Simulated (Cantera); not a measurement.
Input (Python, Cantera) and output of one run.

```python
import numpy as np
import cantera as ct

gas_names = """
    H HO2 H2 H2O H2O2 O OH O2 O3 Ti TiO TiO2
""".split()
cond_names = """
    H2O(s) H2O(L) Ti(a) Ti(b) Ti(L) TiO(a) TiO(b) TiO(L) TiO2(ru) TiO2(L) Ti2O3(a) Ti2O3(b) Ti2O3(L)
    Ti3O5(a) Ti3O5(b) Ti3O5(L) Ti4O7(s) Ti4O7(L)
""".split()


def load(file, names, dense=False):
    # The tables refer to 1 bar. Condensed volumes are neglected.
    table = {s.name: s for s in ct.Species.list_from_file(file)}
    out = []
    for n in names:
        d = dict(table[n].input_data)
        d["thermo"] = dict(d["thermo"], **{"reference-pressure": 1e5})
        if dense:
            d["equation-of-state"] = {"model": "constant-volume", "density": "1e6 g/cm^3"}
        out.append(ct.Species.from_dict(d))
    return out


gas = ct.Solution(thermo="ideal-gas", species=load("nasa_gas.yaml", gas_names))
cond = {s.name: ct.Solution(thermo="fixed-stoichiometry", species=[s], name=s.name)
        for s in load("nasa_condensed.yaml", cond_names, dense=True)}
atoms = {
    'TiO2': {'Ti': 1, 'O': 2},
    'H2': {'H': 2},
}
top_T = {}  # K; cautious upper limits of use, not melting points


def equilibrate(T, P, feed):
    n = {}
    for name, mol in feed.items():
        for a, k in atoms[name].items():
            n[a] = n.get(a, 0.0) + k * mol
    gas.TPX = T, P, n
    mass = sum(n.values()) * gas.mean_molecular_weight
    gas.equilibrate("TP")
    valid = [c for c in cond.values() if c.min_temp <= T <= top_T.get(c.name, c.max_temp)]
    mix = ct.Mixture([(gas, mass / gas.mean_molecular_weight)] + [(c, 0.0) for c in valid])
    mix.T, mix.P = T, P
    mix.equilibrate("TP", solver="vcs", rtol=1e-11, max_steps=5000)
    return mix


results = []
T = 1375  # K
P = 130  # Pa
for m in [120, 150, 180, 230, 280, 350, 440, 540, 680, 840, 1000, 1300]:
    feed = {'TiO2': 1, 'H2': m}  # mol
    mix = equilibrate(T, P, feed)
    results.append((T, P, feed, dict(zip(mix.species_names, mix.species_moles))))

top = {s: max(r[3][s] / sum(r[3][g] for g in gas_names) for r in results) for s in gas_names}
cols = sorted((s for s in top if top[s] > 0.0001), key=lambda s: -top[s])[:5]
seen = [c for c in cond_names if any(r[3].get(c, 0) > 1e-12 for r in results)]
print("log10 of partial pressures in bar; condensed amounts in mol")
print(f"{'n(H2)':>10s}" + "".join(f"{s[:9]:>10s}" for s in cols + seen))
for T, P, feed, n in results:
    ng = sum(n[g] for g in gas_names)
    print(f"{feed['H2']:10.4g}" + "".join(f"{np.log10(max(n[s] / ng * P / 1e5, 1e-99)):10.3f}" for s in cols)
          + "".join(f"{n.get(c, 0):10.4g}" for c in seen))
```

It prints:

```
log10 of partial pressures in bar; condensed amounts in mol
     n(H2)        H2       H2O  Ti3O5(b)  Ti4O7(s)
       120    -2.887    -5.567         0      0.25
       150    -2.887    -5.664         0      0.25
       180    -2.887    -5.743         0      0.25
       230    -2.887    -5.763    0.2225   0.08311
       280    -2.887    -5.810    0.3333         0
       350    -2.887    -5.907    0.3333         0
       440    -2.886    -6.007    0.3333         0
       540    -2.886    -6.096    0.3333         0
       680    -2.886    -6.196    0.3333         0
       840    -2.886    -6.287    0.3333         0
      1000    -2.886    -6.363    0.3333         0
      1300    -2.886    -6.477    0.3333         0
```

These are equilibrium values from Cantera (NASA tables, ideal gas, pure condensed phases), not measurements of a reactor. Mutual solubility and eutectic melting of coexisting phases are not modelled. Condensed phases not in the tables: Magnéli phases beyond Ti4O7.
